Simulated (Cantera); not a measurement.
Input: 1 mol Al, a varied amount of HCl, held at 98.0 mbar.

These are equilibrium values from Cantera (NASA tables, ideal gas, pure condensed phases), not measurements of a reactor. Candidate condensed phases: Al, AlCl3; 12 gas species. The tables' values for AlCl2 are old estimates. Kinetics and transport are ignored.

Stable condensed phases, one row left out:

```
T in K \ n(HCl) in mol
         1.2 1.5 1.9 2.4 3.1 3.9   5 6.3
   1375    A   A   A   A   A   A   A   A
   1300    B   A   A   A   A   A   A   A
   1225    B   B   B   A   A   A   A   A
   1075    B   B   B   B   A   A   A   A
   1000    B   B   B   B   A   A   A   A
    925    B   B   B   B   A   A   A   A
    850    B   B   B   B   A   A   A   A
    775    B   B   B   B   A   A   A   A
    700    B   B   B   B   A   A   A   A
    625    B   B   B   B   A   A   A   A
    550    B   B   B   B   A   A   A   A
    475    B   B   B   B   A   A   A   A
    400    C   C   C   C   D   A   A   A
```

A: gas only; B: Al; C: Al + AlCl3; D: AlCl3.

Q: Give the row for 1150 K.

A: 1.2: Al; 1.5: Al; 1.9: Al; 2.4: gas only; 3.1: gas only; 3.9: gas only; 5: gas only; 6.3: gas only.
